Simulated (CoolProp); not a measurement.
A Linde-Hampson liquefier for normal hydrogen: isothermal reversible compression at 200 K from 1 atm to 25 MPa, throttling to 1 atm, return gas leaving the recuperator 10 K below the feed. Each further row changes one setting.

The numbers come from the reference Helmholtz-energy equation of state, Leachman 2009 in CoolProp.

```json
[
 {"case": "as stated", "compression work (kJ/kg of gas)": "4700"},
 {"case": "high pressure 50 MPa", "compression work (kJ/kg of gas)": "5450"},
 {"case": "warm-end temperature 230 K", "compression work (kJ/kg of gas)": "5390"},
 {"case": "warm-end gap 15 K", "compression work (kJ/kg of gas)": "4700"}
]
```
